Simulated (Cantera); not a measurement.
Standard-state values (1 bar) from the NASA 1993 polynomials, evaluated with Cantera. Values are per mole of reaction as written; species without (g) are pure solids or liquids, kept so even where they would boil at 1 bar.

3 H2(g) + N2(g) ⇌ 2 NH3(g), with ΔH° = -92.0 kJ and ΔS° = -198.4 J/K at 300 K.

Problem. How far is the shortcut ΔG° ≈ ΔH°(300 K) − T·ΔS°(300 K) from the full temperature-dependent value at 475, 525, 575, 625, 675, 725, 775 K?

Solution. 
```
T (K)  shortcut (kJ)  full (kJ)  difference (kJ)  difference in log10 K
-----  -------------  ---------  ---------------  ---------------------
475              2.3        4.1             -1.8                   0.20
525             12.2       15.0             -2.8                   0.28
575             22.1       26.1             -4.0                   0.36
625             32.0       37.3             -5.3                   0.44
675             41.9       48.7             -6.7                   0.52
725             51.9       60.1             -8.2                   0.59
775             61.8       71.6             -9.8                   0.66
```
The shortcut ignores the heat-capacity change of the reaction.
